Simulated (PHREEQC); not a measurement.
Dissolve 0.0083 mol/kgw CuSO4, 0.0013 mol/kgw HBF4 and 0.069 mol/kgw H3BO3 at 25 °C. Closed to the air; pH follows from the charge balance.

All values are PHREEQC results (ion-association model, phreeqc.dat), not measurements.

| Quantity | Result |
|---|---|
| pH | 2.91 |
| ionic strength | 0.0254 mol/kgw |
| total alkalinity | -5.20 meq/kg |

```tsv
species	molality	activity	log γ
H3BO3	0.0689	0.0693	0.003
Cu+2	0.00609	0.00344	-0.247
SO4-2	0.00568	0.00313	-0.259
CuSO4	0.00219	0.00220	0.003
H+	0.00140	0.00123	-0.055
HF	0.000673	0.000677	0.003
BF2(OH)2-	0.000569	0.000489	-0.066
BF4-	0.000519	0.000445	-0.066
HSO4-	0.000437	0.000375	-0.066
F-	0.000428	0.000366	-0.069
BF3OH-	0.000282	0.000242	-0.066
CuF+	2.67e-5	2.29e-5	-0.066
BF(OH)3-	1.18e-5	1.01e-5	-0.066
HF2-	1.11e-6	9.49e-7	-0.066
```

This is a speciation only: nothing precipitates in the calculation. Complexes and solids missing from the database can't appear. Real BF4- forms and hydrolyses slowly; the run takes it at equilibrium.
